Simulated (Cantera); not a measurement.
An adiabatic, constant-volume homogeneous reactor starts with CH4 : O2 : N2 : H2O = 1 : 0.8 : 3.36 : 0.53 (molar parts), equivalence ratio 2.5, at 1275 K and 13.0 bar.

Computed with Cantera and GRI-Mech 3.0 (53 species, 325 reactions). The pressure lies above the range GRI-Mech 3.0 was tuned for (to about 10 atm).

One state of this run: T (K) = 2214; P (bar) = 27.3; x CH4 = 8.51e-8; x O2 = 2.60e-8; x H2O = 0.148; x C2H2 = 4.35e-11; x CO2 = 0.0163; x O = 9.17e-8. x: mole fraction; the columns are a selection and need not sum to one.

Task: Which value of t (s) does it belong to?
A. 0.0124
B. 0.00439
C. 0.00155
D. 2.41e-5

Result: A, 0.0124
